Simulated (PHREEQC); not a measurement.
Solution (35 °C): 0.004 mol/kgw MnSO4 and 0.079 mol/kgw Na2SO4. Closed to the air; pH follows from the charge balance.

Equilibrium calculation in PHREEQC: ion-association model, wateq4f.dat.

No solid was allowed to form.

Task: Order these S species by the share of S that they hold, largest first: MnSO4, NaSO4-, SO4-2.

Result: SO4-2 (80 %), NaSO4- (17 %), MnSO4 (2.6 %)

The pH is 6.89 and the ionic strength 0.216 mol/kgw. Complexes and solids missing from the database can't appear.
